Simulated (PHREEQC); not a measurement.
Solution (25 °C): 5 mmol/kgw HF, 0.04 mmol/kgw Na2SO4 and 11 mmol/kgw NaCl. Closed to the air; pH follows from the charge balance.

All values are PHREEQC results (ion-association model, wateq4f.dat), not measurements.

Each row changes one thing in this solution. This is a speciation only: nothing precipitates in the calculation.

```csv
case,pH,ionic strength (mol/kgw),SO4-2 (mol/kgw),HSO4- (mol/kgw),NaSO4- (mol/kgw),SI of Mirabilite (Na2SO4:10H2O)
as made,2.82,0.0128,3.51e-5,3.67e-6,1.24e-6,-7.55
HF left out,7.00,0.0111,3.86e-5,2.75e-10,1.40e-6,-7.49
0.00075 mol/kgw LiNO3 added,2.82,(withheld),3.51e-5,3.63e-6,1.22e-6,-7.56
NaCl replaced by NaNO3 at the same molality,2.82,0.0128,3.51e-5,3.67e-6,1.24e-6,-7.55
temperature from 25 to 90 °C,3.06,0.0121,2.93e-5,9.32e-6,(withheld),-10.15
0.0091 mol/kgw NH4HF2 added,3.02,0.0212,3.45e-5,(withheld),(withheld),-7.63
HF replaced by CsF at the same molality,7.42,(withheld),3.87e-5,9.96e-11,1.30e-6,-7.54
```

**Question.** What belongs in the gaps?

**Answer.** 
- 0.00075 mol/kgw LiNO3 added, ionic strength (mol/kgw): 0.0135
- temperature from 25 to 90 °C, NaSO4- (mol/kgw): 1.38e-6
- 0.0091 mol/kgw NH4HF2 added, HSO4- (mol/kgw): 2.11e-6
- 0.0091 mol/kgw NH4HF2 added, NaSO4- (mol/kgw): 1.09e-6
- HF replaced by CsF at the same molality, ionic strength (mol/kgw): 0.0161

Away from 25 °C the constants follow the database's enthalpies or fits; those with neither stay at their 25 °C values.
